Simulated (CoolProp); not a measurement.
Saturated liquid density (kg/m³) of methanol: the reference equation beside estimates from Tc = 240.2 °C, pc = 8.216 MPa, ω = 0.565. Rackett uses Z = 0.29056 − 0.08775 ω.

Values from CoolProp's reference Helmholtz-energy equation of state, de Reuck 1993.

```tsv
T (°C)	reference	Rackett	Soave-Redlich-Kwong	Peng-Robinson
66.85	746.0	726.6	573.6	647.3
71.95	740.9	720.2	569.1	642.4
76.95	735.7	713.9	564.6	637.5
81.95	730.5	707.4	559.9	632.5
87.05	725.1	700.7	555.0	627.1
92.05	719.8	694.1	550.0	621.7
97.15	714.1	687.2	544.8	616.0
102.15	708.5	680.4	539.5	610.2
107.15	702.8	673.5	534.0	604.2
112.25	696.7	666.3	528.3	597.9
117.25	690.7	659.1	522.4	591.5
122.25	684.5	651.8	516.4	584.8
127.35	677.9	644.2	510.0	577.8
132.35	671.3	636.6	503.5	570.6
```

Absolute difference from the reference over all 14 rows, mean and median: Rackett 3.9 and 3.9 %, Soave-Redlich-Kwong 23.9 and 23.8 %, Peng-Robinson 13.9 and 13.8 %.
